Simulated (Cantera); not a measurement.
A closed system holds: 1 mol SiO2, 7.5 mol HF, 0.097 mol O2, held at 773 K and 3.90 Pa.

Method: chemical equilibrium by Gibbs-energy minimisation in Cantera with the NASA 1993 tables (ideal gas, pure condensed phases). Candidate condensed phases: H2O, Si, SiO2; 38 gas species. Rates play no part.

Base state: HF 0.737, H2O 0.166, SiF4 0.0831, O2 0.0138 (mole fractions); condensed: SiO2(α-quartz).

Q: What changes in the equilibrium state with this change: pressure from 3.90 Pa to 85.0 mbar?

A: 
| species | before | after |
|---|---|---|
| HF | 0.737 | 0.531 |
| H2O | 0.166 | 0.303 |
| SiF4 | 0.0831 | 0.152 |
| O2 | 0.0138 | 0.0147 |
| SiO2(α-quartz), mol | 0.417 | 0 |
